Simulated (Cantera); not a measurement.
**Al + HCl + H2 (aluminium and copper etching)**

A closed system holds: 1 mol Al, a varied amount of HCl, 4.8 mol H2, at 1273.15 K and 8.25 Torr.

Method: chemical equilibrium by Gibbs-energy minimisation in Cantera with the NASA 1993 tables (ideal gas, pure condensed phases). Candidate condensed phases: Al, AlCl3; 12 gas species. The tables' values for AlCl2 are old estimates; treat these amounts as uncertain. The numbers say what is thermodynamically allowed, not how fast it happens.

From 1.3 mol HCl to 7.9 mol HCl nothing is condensed. The main Al-bearing gas is AlCl at 1.3 mol HCl and AlCl3 at 7.9 mol HCl.

```csv
n(HCl) (mol),x H2,x HCl,x AlCl,x AlCl3,x AlCl2,x H,x Cl
1.3,0.843,0.00175,0.127,0.0173,0.0101,6.26e-6,1.11e-8
1.5,0.845,0.00252,0.109,0.0306,0.0125,6.27e-6,1.59e-8
1.7,0.847,0.00329,0.0923,0.0440,0.0138,6.27e-6,2.07e-8
2,0.849,0.00461,0.0685,0.0639,0.0143,6.28e-6,2.90e-8
2.3,0.850,0.00639,0.0467,0.0833,0.0135,6.28e-6,4.01e-8
2.7,0.850,0.0108,0.0211,0.108,0.0103,6.28e-6,6.78e-8
3.1,0.839,0.0264,0.00406,0.125,0.00487,6.24e-6,1.67e-7
3.7,0.786,0.0894,0.000325,0.123,0.00137,6.04e-6,5.84e-7
4.3,0.732,0.152,9.83e-5,0.115,0.000728,5.83e-6,1.03e-6
5,0.677,0.216,4.19e-5,0.107,0.000458,5.61e-6,1.52e-6
5.8,0.623,0.278,2.15e-5,0.0987,0.000315,5.38e-6,2.04e-6
6.8,0.567,0.343,1.17e-5,0.0898,0.000222,5.13e-6,2.63e-6
7.9,0.516,0.402,7.03e-6,0.0818,0.000164,4.90e-6,3.24e-6
```
x: gas mole fraction; nothing condenses.
